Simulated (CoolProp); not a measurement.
Properties of methanol along the isotherm 63.55 °C (Tc = 240.2 °C, pc = 82.16 bar, ω = 0.565).

The numbers come from the reference Helmholtz-energy equation of state, de Reuck 1993 in CoolProp.

```csv
p (bar),phase,cv (kJ/(kg K)),Joule-Thomson coefficient (K/MPa),expansivity (1/kK),Prandtl number
2.6,liquid,2.342,-0.2617,1.329,4.82
4.93,liquid,2.341,-0.2622,1.326,4.82
9.34,liquid,2.341,-0.2630,1.320,[?]
17.7,liquid,2.339,-0.2646,1.309,4.84
33.6,liquid,2.337,-0.2674,1.290,4.87
63.6,liquid,2.333,-0.2723,1.256,4.91
121,liquid,2.327,-0.2804,1.200,4.99
229,liquid,2.317,[?],1.114,5.12
433,liquid,[?],-0.3072,0.9976,5.32
822,liquid,[?],-0.3228,0.8566,5.60
```

### Question
Complete the blanks.

### Answer

- 9.34, Prandtl number: 4.83
- 229, Joule-Thomson coefficient (K/MPa): -0.2922
- 433, cv (kJ/(kg K)): 2.305
- 822, cv (kJ/(kg K)): 2.292

Viscosity comes from a separate model (Xiang 2006). Thermal conductivity comes from a separate model (Sykioti 2013).
